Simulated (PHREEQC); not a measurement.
Dissolve 0.0038 mol/kgw Ca(OH)2 at 25 °C. Closed to the air; pH follows from the charge balance.

Computed with PHREEQC (ion-association model, phreeqc.dat).

```yaml
pH: 11.81
ionic_strength: 0.0108 mol/kgw
specific_conductance: 1710 µS/cm
total_alkalinity: 7.60 meq/kg
```

| species | molality | activity | log γ |
|---|---|---|---|
| OH- | 0.00732 | 0.00656 | -0.047 |
| Ca+2 | 0.00352 | 0.00233 | -0.180 |
| CaOH+ | 0.000279 | 0.000251 | -0.046 |

No solid was allowed to form. Complexes and solids missing from the database can't appear.
